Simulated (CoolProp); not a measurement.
Vapour-liquid equilibrium of ethylene (1) + propylene (2) at -16.15 °C; x and y are mole fractions of (1).

Model: multi-fluid Helmholtz-energy mixture model, Smukala 2000 and Lemmon 2013; pair parameters Bell 2016, in CoolProp.

| x | bubble pressure, mixture model (MPa) | bubble pressure, Raoult's law (MPa) | y, mixture model | y, Raoult's law |
|---|---|---|---|---|
| 0.05 | 0.4556 | 0.4711 | 0.251 | 0.296 |
| 0.2 | 0.7832 | 0.8369 | ? | 0.666 |
| 0.35 | 1.119 | 1.203 | ? | 0.811 |
| 0.5 | 1.462 | 1.569 | 0.837 | 0.889 |
| 0.65 | 1.816 | 1.934 | 0.896 | 0.937 |
| 0.8 | ? | 2.300 | 0.942 | 0.970 |
| 0.95 | 2.625 | 2.666 | 0.985 | 0.993 |

**Question.** Fill in the missing entries.

**Answer.** 
- 0.2, y, mixture model: 0.602
- 0.35, y, mixture model: 0.752
- 0.8, bubble pressure, mixture model (MPa): 2.195

The largest gap from Raoult's law is -7.0 % in bubble pressure, at x = 0.35. No azeotrope shows between x = 0.05 and 0.95.

The pair parameters rest on a limited set of measurements; away from them the model extrapolates.
